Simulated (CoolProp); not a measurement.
C2F6 (R116) at several states: density (kg/m³) from the reference equation and from simpler models built on Tc = 293.0 K, pc = 3.048 MPa, ω = 0.257; each cubic takes its own stable root.

The numbers come from the reference Helmholtz-energy equation of state, Lemmon 2006 in CoolProp. It is a short technical equation, of lower accuracy than the large ones.

| T (K) | p (MPa) | phase | reference | van der Waals | Soave-Redlich-Kwong |
|---|---|---|---|---|---|
| 248.4 | 2.33 | liquid | 1347 | 864.0 | 1252 |
| 189 | 11.5 | liquid | 1675 | 1111 | 1619 |
| 235.6 | 1.17 | liquid | ? | 109.4 | 1322 |
| 363.6 | 3.37 | supercritical | ? | ? | 185.9 |
| 412 | 0.0685 | gas | 2.766 | 2.768 | 2.765 |
| 196.2 | 2.48 | liquid | 1611 | ? | ? |

### Question
Fill in the missing entries.

### Answer

- 235.6, reference: 1411
- 363.6, reference: 187.5
- 363.6, van der Waals: 197.9
- 196.2, van der Waals: 1034
- 196.2, Soave-Redlich-Kwong: 1545

At some of these states van der Waals gives the other phase, because its saturation line lies elsewhere.
